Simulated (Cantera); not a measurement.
An isothermal, constant-pressure homogeneous reactor starts with H2 : O2 : N2 = 1.1 : 1 : 2.2 (molar parts), equivalence ratio 0.55, at 1100 K and 0.286 atm.

Computed with Cantera and the H2/O2 subset of GRI-Mech 3.0, which has no nitrogen chemistry. The temperature is held fixed by assumption; the heat of reaction is taken as removed at once.

x: mole fraction; the columns are a selection and need not sum to one.

```json
[
 {"t (s)": "0.000800", "x H2": "(withheld)", "x O2": "0.121", "x H": "0.000122", "x H2O2": "5.17e-6", "x HO2": "3.59e-5", "x O": "0.000235"},
 {"t (s)": "0.00166", "x H2": "(withheld)", "x O2": "0.120", "x H": "1.46e-5", "x H2O2": "2.69e-6", "x HO2": "1.76e-5", "x O": "5.24e-5"},
 {"t (s)": "0.00343", "x H2": "(withheld)", "x O2": "0.120", "x H": "2.36e-6", "x H2O2": "1.21e-6", "x HO2": "7.10e-6", "x O": "1.40e-5"},
 {"t (s)": "0.00711", "x H2": "(withheld)", "x O2": "0.120", "x H": "3.67e-7", "x H2O2": "4.98e-7", "x HO2": "2.21e-6", "x O": "3.87e-6"},
 {"t (s)": "0.0147", "x H2": "(withheld)", "x O2": "0.120", "x H": "5.10e-8", "x H2O2": "2.09e-7", "x HO2": "5.63e-7", "x O": "1.16e-6"},
 {"t (s)": "0.0305", "x H2": "(withheld)", "x O2": "0.120", "x H": "7.38e-9", "x H2O2": "8.78e-8", "x HO2": "1.43e-7", "x O": "3.94e-7"},
 {"t (s)": "0.0632", "x H2": "(withheld)", "x O2": "0.120", "x H": "1.43e-9", "x H2O2": "3.81e-8", "x HO2": "4.59e-8", "x O": "1.53e-7"},
 {"t (s)": "0.131", "x H2": "(withheld)", "x O2": "0.120", "x H": "3.71e-10", "x H2O2": "1.74e-8", "x HO2": "1.88e-8", "x O": "6.52e-8"},
 {"t (s)": "0.271", "x H2": "(withheld)", "x O2": "0.120", "x H": "1.12e-10", "x H2O2": "8.19e-9", "x HO2": "8.89e-9", "x O": "2.95e-8"},
 {"t (s)": "0.562", "x H2": "(withheld)", "x O2": "0.120", "x H": "3.60e-11", "x H2O2": "3.95e-9", "x HO2": "4.83e-9", "x O": "1.38e-8"},
 {"t (s)": "1.16", "x H2": "(withheld)", "x O2": "0.120", "x H": "1.25e-11", "x H2O2": "1.96e-9", "x HO2": "3.29e-9", "x O": "6.68e-9"},
 {"t (s)": "2.41", "x H2": "(withheld)", "x O2": "0.120", "x H": "5.02e-12", "x H2O2": "1.02e-9", "x HO2": "2.95e-9", "x O": "3.43e-9"},
 {"t (s)": "5.00", "x H2": "(withheld)", "x O2": "0.120", "x H": "2.78e-12", "x H2O2": "6.27e-10", "x HO2": "3.11e-9", "x O": "2.07e-9"}
]
```

**Question.** Fill in the missing entries.

**Answer.** 
- 0.000800, x H2: 0.00182
- 0.00166, x H2: 0.000587
- 0.00343, x H2: 0.000184
- 0.00711, x H2: 4.75e-5
- 0.0147, x H2: 9.48e-6
- 0.0305, x H2: 1.50e-6
- 0.0632, x H2: 2.50e-7
- 0.131, x H2: 7.00e-8
- 0.271, x H2: 2.82e-8
- 0.562, x H2: 1.26e-8
- 1.16, x H2: 6.09e-9
- 2.41, x H2: 3.33e-9
- 5.00, x H2: 2.34e-9
